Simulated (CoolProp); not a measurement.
A Linde-Hampson liquefier for methane: isothermal reversible compression at 200 K from 1 atm to 40 MPa, throttling to 1 atm, return gas leaving the recuperator 2 K below the feed. Each further row changes one setting.

Values from CoolProp's reference Helmholtz-energy equation of state, Setzmann 1991.

```tsv
case	liquid yield per pass	compression work (kJ/kg of gas)
as stated	(withheld)	487
high pressure 80 MPa	(withheld)	(withheld)
warm-end temperature 230 K	(withheld)	609
warm-end gap 7 K	(withheld)	487
```

Q: Fill in the missing entries.

A: 
- as stated, liquid yield per pass: 0.494
- high pressure 80 MPa, liquid yield per pass: 0.418
- high pressure 80 MPa, compression work (kJ/kg of gas): 593
- warm-end temperature 230 K, liquid yield per pass: 0.404
- warm-end gap 7 K, liquid yield per pass: 0.486
